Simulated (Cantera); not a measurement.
Equilibrium for abatement and gas-phase synthesis: SF₆ + H₂O + H₂

Feed: 1 mol SF₆, 6.7 mol H₂O, 0.096 mol H₂, equilibrated at 2875 °C and 10000 Pa.

These are equilibrium values from Cantera (NASA tables, ideal gas, pure condensed phases), not measurements of a reactor. Candidate condensed phases: H₂O, H₂SO₄, S; 43 gas species. The numbers say what is thermodynamically allowed, not how fast it happens.

```
Quantity                             Value
-------------------------------  ---------
x(HF)                                0.374
x(H)                                 0.189
x(O)                                 0.129
x(OH)                               0.0681
x(H₂)                               0.0599
x(H₂O)                              0.0584
x(O₂)                               0.0494
x(SO)                               0.0323
x(SO₂)                              0.0205
gas amount                       15.67 mol
log10 activity of S(l) (absent)      -4.47
```
